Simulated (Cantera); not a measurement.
Feed: 1 mol Cu, 3.7 mol HF, 6.2 mol H2.

Method: chemical equilibrium by Gibbs-energy minimisation in Cantera with the NASA 1993 tables (ideal gas, pure condensed phases). Candidate condensed phases: Cu, CuF2; 15 gas species. Kinetics and transport are ignored.

### Question
What condenses at these points (T in K, P in Pa): (1448, 5600); (1373, 4.2); (1473, 1); (1298, 1300); (1523, 24000)?

### Answer
| T (K) | P in Pa | condensed phases | Cu condensed (%) |
|---|---|---|---|
| 1448 | 5600 | Cu | 99.9 |
| 1373 | 4.2 | Cu | 80.8 |
| 1473 | 1 | gas only | 0.0 |
| 1298 | 1300 | Cu | 100.0 |
| 1523 | 24000 | Cu | 99.9 |
